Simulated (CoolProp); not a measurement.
The numbers come from the reference Helmholtz-energy equation of state, Thol 2018 in CoolProp.

### Question
For hydrogen chloride, give the phase and the cp (kJ/(kg K)), speed of sound (m/s) at 436.9 K and 0.651 MPa.

### Answer
- 436.9 K and 0.651 MPa: gas; cp 0.816, speed of sound 371
